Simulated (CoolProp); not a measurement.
Tetrahydrofuran along the isotherm 547.9 K: Z from the reference equation and from simpler models built on Tc = 540.2 K, pc = 5.304 MPa, ω = 0.234; each cubic takes its own stable root.

Computed with CoolProp (reference Helmholtz-energy equation of state, Fiedler 2023).

| p (MPa) | phase | reference |
|---|---|---|
| 3.32 | gas | 0.7498 |
| 6.63 | supercritical | 0.2344 |
| 9.95 | supercritical | 0.2936 |
| 13.3 | supercritical | 0.3683 |
| 16.6 | supercritical | 0.4419 |
| 19.9 | supercritical | 0.5145 |
| 23.2 | supercritical | 0.5859 |
| 26.5 | supercritical | 0.6564 |
| 29.8 | supercritical | 0.7258 |
| 33.2 | supercritical | 0.7964 |
| 36.5 | supercritical | 0.8642 |
| 39.8 | supercritical | 0.9311 |
| 43.1 | supercritical | 0.9974 |
| 46.4 | supercritical | 1.063 |
| 49.7 | supercritical | 1.128 |
| 53 | supercritical | 1.193 |

How far does each simpler model (van der Waals, Redlich-Kwong, Soave-Redlich-Kwong, Peng-Robinson) lie from the reference over these 16 states: mean and median of the absolute difference, and the worst?


- van der Waals: mean 35.1 %, median 36.5 %, worst +40.3 % at 547.9 K and 9.95 MPa
- Redlich-Kwong: mean 8.1 %, median 6.6 %, worst +20.6 % at 547.9 K and 6.63 MPa
- Soave-Redlich-Kwong: mean 8.6 %, median 6.8 %, worst +23.3 % at 547.9 K and 6.63 MPa
- Peng-Robinson: mean 4.4 %, median 4.5 %, worst +12.6 % at 547.9 K and 6.63 MPa
